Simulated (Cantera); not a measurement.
Feed: 1 mol B2O3, 0.51 mol H2O, 110 mol H2, at 2148 K and 383 Torr.

Method: chemical equilibrium by Gibbs-energy minimisation in Cantera with the NASA 1993 tables (ideal gas, pure condensed phases). Candidate condensed phases: B, B2O3, B3O3H3, H2O; 23 gas species. Rates play no part.

Base state: H2 0.971, HBO 0.00881, HBO2 0.00637, H2O 0.00629, H 0.00575, B2O3 0.000838, BO 0.000663, B2O2 0.000177 (mole fractions); condensed: gas only.

Task: What changes in the equilibrium state with this change: H2O from 0.51 to 19 mol?

Result: 
```tsv
species	before	after
H2	0.971	0.840
H2O	0.00629	0.139
HBO2	0.00637	0.0141
HBO	0.00881	0.000765
B2O2	0.000177	1.54e-6
OH	4.79e-6	0.000114
BO	0.000663	6.19e-5
B2O3	0.000838	0.000187
BO2	5.85e-6	1.39e-5
```
